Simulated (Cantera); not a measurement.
Feed: 1 mol PbO, 0.28 mol H2O, 0.47 mol H2, at 1200 K and 82.0 mbar.

Cantera equilibrium calculation (NASA polynomials, part measured and part estimated; ideal gas, pure solids and liquids). Candidate condensed phases: H2O, Pb, PbO, PbO2, Pb3O4; 12 gas species. Each liquid is taken as pure. Mutual solubility and eutectic melting of coexisting phases are not modelled. Rates play no part.

**Question.** What is the equilibrium state?

**Answer.** 
- x(H2O) = 0.991
- x(Pb) = 0.00784
- x(PbO) = 0.000832
- x(H2) = 0.000301
- n(Pb(l)) = 0.464 mol
- n(PbO(l)) = 0.530 mol
- gas amount = 0.7566 mol
- log10 activity of PbO2(s) (absent) = -7.01
